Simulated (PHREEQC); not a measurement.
## Hard or scaling water: an equilibrium model

Consider water at 25 °C with 0.0002 mol/kgw CaSO4, 0.01 mol/kgw CO2 and 0.00064 mol/kgw NaCl. Closed to the air; pH follows from the charge balance.

The numbers come from PHREEQC with the ion-association model, phreeqc.dat.

Each row changes one thing in this solution. No solid was allowed to form.

| case | pH | SO4-2 (mol/kgw) | CaSO4 (mol/kgw) | HSO4- (mol/kgw) | SI of Gypsum (CaSO4:2H2O) |
|---|---|---|---|---|---|
| as made | 4.18 | 0.000194 | 4.78e-6 | 1.10e-6 | -2.99 |
| NaCl replaced by Na2SO4 at the same molality | 4.19 | 0.000815 | 1.69e-5 | 4.33e-6 | -2.44 |
| CO2 left out | 7.00 | 0.000195 | 4.84e-6 | 1.67e-9 | -2.98 |
| temperature from 25 to 40 °C | 4.15 | 0.000193 | 5.23e-6 | 1.63e-6 | -2.98 |
| NaCl replaced by KCl at the same molality | 4.18 | 0.000193 | 4.77e-6 | 1.09e-6 | -2.99 |
| NaCl from 0.00064 to 0.00096 mol/kgw | 4.18 | 0.000193 | 4.63e-6 | 1.08e-6 | -3.00 |
| temperature from 25 to 70 °C | 4.17 | 0.000190 | 6.05e-6 | 3.40e-6 | -2.90 |
| 0.011 mol/kgw KCl added | 4.18 | 0.000187 | 2.70e-6 | 8.68e-7 | -3.24 |
| temperature from 25 to 75 °C | 4.17 | 0.000189 | 6.17e-6 | 3.82e-6 | -2.88 |

At this temperature some constants are extrapolated from 25 °C, and those without enthalpy data are left unchanged.
